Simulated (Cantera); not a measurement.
Feed: 1 mol SiHCl₃, 51 mol N₂, at 1.20 bar.

Cantera equilibrium calculation (NASA polynomials, part measured and part estimated; ideal gas, pure solids and liquids). Candidate condensed phases: NH₄Cl, Si, Si₃N₄; 28 gas species. N₂ is the only nitrogen source here; it is nearly inert below about 1500 K, so the nitride shown seldom forms there in practice. The numbers say what is thermodynamically allowed, not how fast it happens.

Question: At 1023 K, list the 4 most abundant gas species with their mole fractions, and the condensed phases.

Answer: N₂ 0.972, HCl 0.0163, SiCl₄ 0.0103, H₂ 0.00143. Condensed: Si₃N₄(s).
